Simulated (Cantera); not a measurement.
A perfectly stirred reactor is fed with C3H8 : O2 : N2 = 1 : 9.8 : 36.9 (molar parts), at 7500 Torr; it is adiabatic with a 575 K inlet, and is followed from long to short residence time, starting on the burning branch (τ in s: 0.021, 0.011, 0.0054, 0.0027, 0.0014, 0.0007, 0.00035, 0.00018, 9.1e-05, 4.6e-05, 2.3e-05, 1.2e-05).

Detailed kinetics in Cantera: GRI-Mech 3.0 (53 species, 325 reactions). GRI-Mech 3.0 was tuned for natural gas; its chemistry of propane as a main component is partial and can be far from experiment.

Q: What does this change do: inlet temperature 575 to 525 K?

A: 
| quantity | before | after |
|---|---|---|
| blow-out, bracketed by the residence times tried | burning at 0.180 ms, out at 91.0 µs | burning at 0.350 ms, out at 0.180 ms |
| x(C3H8) at τ = 21.0 ms | 1.48e-6 | 1.88e-6 |
| x(O2) at τ = 21.0 ms | 0.0986 | 0.0987 |
| x(C2H6) at τ = 21.0 ms | 1.85e-9 | 2.20e-9 |
| x(HO2) at τ = 21.0 ms | 2.74e-6 | 3.09e-6 |
| x(CH3) at τ = 21.0 ms | 1.24e-6 | 1.39e-6 |
| x(C3H8) at τ = 0.350 ms | 3.59e-5 | 5.17e-5 |
| x(O2) at τ = 0.350 ms | 0.102 | 0.103 |
| x(C2H6) at τ = 0.350 ms | 1.12e-7 | 2.51e-7 |
| x(HO2) at τ = 0.350 ms | 4.46e-5 | 6.06e-5 |
| x(CH3) at τ = 0.350 ms | 2.33e-5 | 2.91e-5 |
